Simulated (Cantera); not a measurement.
Pb + H₂ + CO (iron carbonyl, mercury and lead vapours)

A closed system holds: 1 mol Pb, 14 mol H₂, 0.75 mol CO, held at 14000 Pa.

These are equilibrium values from Cantera (NASA tables, ideal gas, pure condensed phases), not measurements of a reactor. Candidate condensed phases: C, C₆H₆, C₇H₈, C₈H₁₈, H₂O, Pb, PbO, PbO₂, Pb₃O₄; 113 gas species. Kinetics and transport are ignored.

From 1225 K to 1375 K the condensed part is Pb(l). From 1425 K to 1575 K nothing is condensed. The main Pb-bearing gas is Pb throughout.

```csv
T (K),x H₂,x Pb,x CO,x CH₄,x H₂O,n Pb(l)
1225,0.942,0.00668,0.0501,0.000469,0.000452,0.901
1275,0.936,0.0135,0.0499,0.000299,0.000290,0.799
1325,0.924,0.0257,0.0494,0.000195,0.000190,0.610
1375,0.904,0.0469,0.0483,0.000128,0.000125,0.274
1425,0.889,0.0635,0.0475,8.74e-5,8.57e-5,0
1475,0.889,0.0635,0.0476,6.31e-5,6.22e-5,0
1525,0.889,0.0635,0.0476,4.64e-5,4.63e-5,0
1575,0.889,0.0635,0.0476,3.47e-5,3.52e-5,0
```
x: gas mole fraction; n: condensed amount in mol.
